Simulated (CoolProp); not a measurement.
Computed with CoolProp (reference Helmholtz-energy equation of state, de Reuck 1993).

Task: For methanol, give the phase and the cv (kJ/(kg K)), speed of sound (m/s), isothermal compressibility (1/MPa), expansivity (1/kK) at 323.7 K and 17.7 bar.

Result: 
- 323.7 K and 17.7 bar: liquid; cv 2.26, speed of sound 1030, isothermal compressibility 0.00147, expansivity 1.25
